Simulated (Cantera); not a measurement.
A Cantera script and what it prints.

```python
import numpy as np
import cantera as ct

gas_names = """
    B BF BF2 BF3 BH BHF2 BH2 BH3 BO BOF BOF2 BO2 B2 B2O B2O2 B2O3 B3O3F3 B3O3H3 F FO FO2 F2 F2O H HBO
    HBO2 HF HOF HO2 H2 H2F2 H2O H2O2 H3B3O6 H3F3 H4F4 H5F5 H6F6 H7F7 O OH O2 O3
""".split()
cond_names = """
    B(b) B(L) B2O3(L) B3O3H3(cr) H2O(s) H2O(L)
""".split()


# ... load() reads the species with a 1 bar reference pressure and builds the phases ...
atoms = {
    'BF3': {'B': 1, 'F': 3},
    'O2': {'O': 2},
    'H2': {'H': 2},
}
top_T = {}  # K; cautious upper limits of use, not melting points


# ... equilibrate(T, P, feed) seeds the gas with the atoms and calls Mixture.equilibrate('TP', solver="vcs", rtol=1e-11, max_steps=5000) ...
results = []
T = 2273.15  # K
P = 85000  # Pa
for m in [0.22, 0.28, 0.36, 0.46, 0.59, 0.75, 0.96, 1.2, 1.6, 2]:
    feed = {'BF3': 1, 'O2': m, 'H2': 22}  # mol
    mix = equilibrate(T, P, feed)
    results.append((T, P, feed, dict(zip(mix.species_names, mix.species_moles))))
    x = sorted(zip(gas.X, gas.species_names), reverse=True)
    print(f"T = {T:g} K  P = {P:g} Pa  n(O2) = {m:g} mol  gas = {mix.phase_moles(0):.4g} mol")
    print("   x: " + "  ".join(f"{s} {v:.3e}" for v, s in x if v > 1e-06))
    print("   condensed (mol): " + ("  ".join(f"{mix.phase(i).name} {mix.phase_moles(i):.4g}"
          for i in range(1, mix.n_phases) if mix.phase_moles(i) > 1e-12) or "none"))
```

It prints:

```
T = 2273.15 K  P = 85000 Pa  n(O2) = 0.22 mol  gas = 23.77 mol
   x: H2 8.895e-01  HF 5.972e-02  BOF 1.684e-02  BF2 9.219e-03  H 8.600e-03  BF3 7.268e-03  BF 4.942e-03  BHF2 2.237e-03  HBO 1.373e-03  BO 1.520e-04  H2O 1.128e-04  BH2 2.064e-05  HBO2 1.362e-05  B2O2 4.030e-06
   condensed (mol): none
T = 2273.15 K  P = 85000 Pa  n(O2) = 0.28 mol  gas = 23.83 mol
   x: H2 8.848e-01  HF 6.451e-02  BOF 2.144e-02  H 8.577e-03  BF2 7.209e-03  BF3 6.155e-03  BF 3.569e-03  BHF2 1.744e-03  HBO 1.610e-03  H2O 1.979e-04  BO 1.787e-04  HBO2 2.816e-05  BH2 1.368e-05  B2O2 5.573e-06
   condensed (mol): none
T = 2273.15 K  P = 85000 Pa  n(O2) = 0.36 mol  gas = 23.92 mol
   x: H2 8.780e-01  HF 7.125e-02  BOF 2.745e-02  H 8.544e-03  BF2 4.634e-03  BF3 4.387e-03  BF 2.069e-03  HBO 1.851e-03  BHF2 1.117e-03  H2O 4.336e-04  BO 2.063e-04  HBO2 7.151e-05  B2O2 7.427e-06  BH2 7.101e-06  B2O3 1.805e-06
   condensed (mol): none
T = 2273.15 K  P = 85000 Pa  n(O2) = 0.46 mol  gas = 24.02 mol
   x: H2 8.689e-01  HF 7.949e-02  BOF 3.398e-02  H 8.500e-03  HBO 2.033e-03  BF3 1.996e-03  BF2 1.880e-03  H2O 1.469e-03  BF 7.484e-04  BHF2 4.509e-04  HBO2 2.688e-04  BO 2.278e-04  B2O2 9.053e-06  B2O3 7.530e-06  BH2 2.267e-06  OH 2.231e-06
   condensed (mol): none
T = 2273.15 K  P = 85000 Pa  n(O2) = 0.59 mol  gas = 24.08 mol
   x: H2 8.576e-01  HF 8.519e-02  BOF 3.664e-02  H 8.445e-03  H2O 7.280e-03  HBO 2.019e-03  HBO2 1.340e-03  BF3 4.985e-04  BF2 4.354e-04  BO 2.277e-04  BF 1.607e-04  BHF2 1.037e-04  B2O3 3.778e-05  OH 1.113e-05  B2O2 9.043e-06  BO2 2.466e-06
   condensed (mol): none
T = 2273.15 K  P = 85000 Pa  n(O2) = 0.75 mol  gas = 24.1 mol
   x: H2 8.444e-01  HF 8.777e-02  BOF 3.561e-02  H2O 1.800e-02  H 8.379e-03  HBO2 3.126e-03  HBO 1.875e-03  BO 2.131e-04  BF3 2.081e-04  BF2 1.750e-04  B2O3 8.310e-05  BF 6.221e-05  BHF2 4.138e-05  OH 2.773e-05  B2O2 7.924e-06  BO2 5.794e-06
   condensed (mol): none
T = 2273.15 K  P = 85000 Pa  n(O2) = 0.96 mol  gas = 24.1 mol
   x: H2 8.272e-01  HF 9.011e-02  BOF 3.377e-02  H2O 3.296e-02  H 8.294e-03  HBO2 5.288e-03  HBO 1.697e-03  BO 1.949e-04  B2O3 1.299e-04  BF3 1.136e-04  BF2 9.211e-05  OH 5.130e-05  BF 3.156e-05  BHF2 2.155e-05  BO2 9.903e-06  B2O2 6.624e-06
   condensed (mol): none
T = 2273.15 K  P = 85000 Pa  n(O2) = 1.2 mol  gas = 24.1 mol
   x: H2 8.076e-01  HF 9.229e-02  H2O 5.054e-02  BOF 3.181e-02  H 8.195e-03  HBO2 7.457e-03  HBO 1.524e-03  BO 1.771e-04  B2O3 1.684e-04  OH 7.962e-05  BF3 7.320e-05  BF2 5.726e-05  BF 1.893e-05  BO2 1.414e-05  BHF2 1.324e-05  B2O2 5.470e-06  F 1.022e-06
   condensed (mol): none
T = 2273.15 K  P = 85000 Pa  n(O2) = 1.6 mol  gas = 24.1 mol
   x: H2 7.748e-01  HF 9.525e-02  H2O 8.053e-02  BOF 2.901e-02  HBO2 1.050e-02  H 8.026e-03  HBO 1.291e-03  B2O3 2.095e-04  BO 1.532e-04  OH 1.295e-04  BF3 4.462e-05  BF2 3.312e-05  BO2 2.032e-05  BF 1.039e-05  BHF2 7.500e-06  B2O2 4.096e-06  F 1.077e-06
   condensed (mol): none
T = 2273.15 K  P = 85000 Pa  n(O2) = 2 mol  gas = 24.1 mol
   x: H2 7.419e-01  H2O 1.111e-01  HF 9.765e-02  BOF 2.669e-02  HBO2 1.300e-02  H 7.854e-03  HBO 1.110e-03  B2O3 2.328e-04  OH 1.826e-04  BO 1.346e-04  BF3 3.127e-05  BO2 2.571e-05  BF2 2.216e-05  BF 6.634e-06  BHF2 4.909e-06  B2O2 3.160e-06  O 1.327e-06  F 1.128e-06
   condensed (mol): none
```

These are equilibrium values from Cantera (NASA tables, ideal gas, pure condensed phases), not measurements of a reactor. The tables' values for BF2, BH2 are old estimates; treat these amounts as uncertain.
